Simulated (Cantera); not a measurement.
## Thermodynamics of tantalum, niobium, vanadium and zirconium in process gases, feed Ta + CO2 + H2

Feed: 1 mol Ta, a varied amount of CO2, 120 mol H2, at 1698.15 K and 0.160 bar.

Equilibrium computed with Cantera from the NASA thermochemical tables; the gas is ideal and each condensed phase is pure. Candidate condensed phases: C, C6H6, C7H8, C8H18, H2O, Ta, TaC, Ta2O5; 113 gas species. Mutual solubility and eutectic melting of coexisting phases are not modelled. TaC: taken at fixed stoichiometry. Condensed phases not in the tables: Ta2C, N, O or C dissolved in the metal. Equilibrium is a limit: real reactors are often held back by kinetics, nucleation or transport.

From 0.32 mol CO2 to 0.5 mol CO2 the condensed part is Ta(s) + TaC(s) + Ta2O5(s). From 0.62 mol CO2 to 1.5 mol CO2 the condensed part is TaC(s) + Ta2O5(s).

```tsv
n(CO2) (mol)	x H2	x CO	x H2O	x H	x CO2	x CH4	x OH	n Ta(s)	n TaC(s)	n Ta2O5(s)
0.32	0.999	0.000236	0.000380	0.000362	2.64e-8	8.52e-9	7.09e-9	0.482	0.292	0.113
0.4	0.999	0.000236	0.000380	0.000362	2.64e-8	8.52e-9	7.09e-9	0.338	0.372	0.145
0.5	0.999	0.000236	0.000380	0.000362	2.64e-8	8.52e-9	7.09e-9	0.158	0.472	0.185
0.62	0.999	0.000551	0.000484	0.000362	7.85e-8	1.56e-8	9.03e-9	0	0.554	0.223
0.78	0.997	0.00219	0.000717	0.000361	4.63e-7	4.17e-8	1.34e-8	0	0.516	0.242
0.97	0.995	0.00417	0.000860	0.000361	1.06e-6	6.57e-8	1.61e-8	0	0.467	0.267
1.2	0.992	0.00658	0.000977	0.000361	1.90e-6	9.05e-8	1.83e-8	0	0.405	0.297
1.5	0.989	0.00970	0.00109	0.000360	3.13e-6	1.19e-7	2.04e-8	0	0.324	0.338
```
x: gas mole fraction; n: condensed amount in mol.
